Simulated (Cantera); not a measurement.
A closed system holds: 1 mol TiO₂, 1200 mol H₂, at 1675 °C and 75.0 Torr.

These are equilibrium values from Cantera (NASA tables, ideal gas, pure condensed phases), not measurements of a reactor. Candidate condensed phases: H₂O, Ti, TiO, TiO₂, Ti₂O₃, Ti₃O₅, Ti₄O₇; 12 gas species. Rates play no part.

Base state: H₂ 0.996, H 0.00357, H₂O 0.000417 (mole fractions); condensed: Ti₂O₃(s).

Task: What changes in the equilibrium state with this change: TiO₂ replaced by Nb₂O₅?

Result: 
```csv
species,before,after
H₂,0.996,0.994
H,0.00357,0.00357
H₂O,0.000417,0.00249
"Ti₂O₃(s), mol",0.499,0
"NbO(s), mol",0,1.99
```
NbO: taken at fixed stoichiometry. Further candidate phases: Nb, NbO, NbO₂, Nb₂O₅.

Task: What changes in the equilibrium state with this change: pressure from 75.0 Torr to 10.0 Torr?

Result: 
```json
[
 {"species": "H₂", "before": "0.996", "after": "0.990"},
 {"species": "H", "before": "0.00357", "after": "0.00975"},
 {"species": "H₂O", "before": "0.000417", "after": "0.000423"},
 {"species": "TiO", "before": "2.14e-6", "after": "1.59e-5"},
 {"species": "Ti₂O₃(s), mol", "before": "0.499", "after": "0.490"}
]
```

Task: What changes in the equilibrium state with this change: temperature from 1675 °C to 1750 °C?

Result: 
```tsv
species	before	after
H₂	0.996	0.994
H	0.00357	0.00599
H₂O	0.000417	0.000420
Ti₂O₃(s), mol	0.499	0.494
```
